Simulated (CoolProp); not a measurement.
Vapour-liquid equilibrium of CH2F2 (R32) (1) + n-butane (2) at 313.6 K; x and y are mole fractions of (1).

Values from CoolProp's multi-fluid Helmholtz-energy mixture model, Tillner-Roth 1997 and Bücker 2006; pair parameters Bell 2016.

Q: Give the bubble pressure and the first vapour's composition at x = 0.15, 0.25, 0.35. Is there an azeotrope?

A: x = 0.15: 1.296 MPa, y = 0.681; x = 0.25: 1.654 MPa, y = 0.747; x = 0.35: 1.879 MPa, y = 0.779. No azeotrope shows between x = 0.05 and 0.95.

The pair parameters rest on a limited set of measurements; away from them the model extrapolates. With so large a gap from Raoult's law the liquid may split in two, which this calculation doesn't test in full.
